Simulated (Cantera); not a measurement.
What does this Cantera script print?

```python
import numpy as np
import cantera as ct

gas = ct.Solution("gri30.yaml")
gas.TPX = 1373, 420000, {'CH4': 1, 'CO': 0.035, 'O2': 1.44, 'N2': 11.5}
reactor = ct.IdealGasReactor(gas, energy="on", clone=False)
net = ct.ReactorNet([reactor])
net.rtol, net.atol = 1e-08, 1e-16
show = ['CH4', 'CO', 'O2', 'HCO', 'H2', 'O', 'CH2CO']
times = np.geomspace(3e-06, 0.1, 11)

steps = ct.SolutionArray(gas, extra=["t"])
rows = []
print(f"{'t/s':>10s}{'T/K':>9s}{'P/Pa':>11s}" + "".join(f"{s:>11s}" for s in show))
for t in times:
    while net.time < t:
        t_next = net.step()
        steps.append(gas.state, t=t_next)
    rows.append([np.interp(t, steps.t, y) for y in (steps.T, steps.P, *steps(*show).X.T)])
    print(f"{t:10.3e}{rows[-1][0]:9.1f}{rows[-1][1]:11.4g}" + "".join(f"{x:11.3e}" for x in rows[-1][2:]))
rate = np.gradient(steps.T, steps.t)
print("integrator steps:", len(steps.t))
if steps.T.max() > steps.T[0] + 200:
    print(f"time of steepest temperature rise: {steps.t[rate.argmax()]:.4e} s")
gas.TPX = 1373, 420000, {'CH4': 1, 'CO': 0.035, 'O2': 1.44, 'N2': 11.5}
gas.equilibrate("UV")
print(f"equilibrium (UV): T = {gas.T:.1f} K  " + "  ".join(f"{s} {gas[s].X[0]:.3e}" for s in show))
```

It prints:

```
       t/s      T/K       P/Pa        CH4         CO         O2        HCO         H2          O      CH2CO
 3.000e-06   1373.0    4.2e+05  7.156e-02  2.504e-03  1.030e-01  1.900e-14  7.379e-09  3.113e-10  1.414e-14
 8.500e-06   1373.0    4.2e+05  7.156e-02  2.504e-03  1.030e-01  6.216e-14  2.367e-08  4.116e-10  1.197e-13
 2.408e-05   1373.0    4.2e+05  7.156e-02  2.504e-03  1.030e-01  3.608e-13  8.613e-08  7.579e-10  1.078e-12
 6.823e-05   1373.0    4.2e+05  7.155e-02  2.504e-03  1.030e-01  4.015e-12  4.482e-07  2.233e-09  1.148e-11
 1.933e-04   1373.0    4.2e+05  7.152e-02  2.504e-03  1.030e-01  7.316e-11  3.673e-06  7.680e-09  1.751e-10
 5.477e-04   1373.8  4.202e+05  7.136e-02  2.509e-03  1.029e-01  6.824e-10  2.641e-05  1.417e-08  5.549e-09
 1.552e-03   1379.0  4.219e+05  7.044e-02  2.637e-03  1.024e-01  5.288e-09  2.085e-04  3.413e-08  2.661e-07
 4.397e-03   2530.3  8.064e+05  2.778e-12  4.707e-02  6.072e-05  9.420e-08  3.233e-02  4.631e-05  1.027e-14
 1.246e-02   2528.2  8.059e+05  2.865e-12  4.714e-02  5.910e-05  9.401e-08  3.246e-02  4.530e-05  1.054e-14
 3.529e-02   2528.2  8.059e+05  2.866e-12  4.714e-02  5.908e-05  9.400e-08  3.246e-02  4.529e-05  1.054e-14
 1.000e-01   2528.2  8.059e+05  2.866e-12  4.714e-02  5.908e-05  9.400e-08  3.246e-02  4.529e-05  1.054e-14
integrator steps: 2307
time of steepest temperature rise: 3.6092e-03 s
equilibrium (UV): T = 2528.2 K  CH4 3.246e-12  CO 4.714e-02  O2 5.908e-05  HCO 9.400e-08  H2 3.246e-02  O 4.529e-05  CH2CO 1.153e-14
```

Cantera simulation using GRI-Mech 3.0 (53 species, 325 reactions); the numbers are that mechanism's predictions, not measurements.
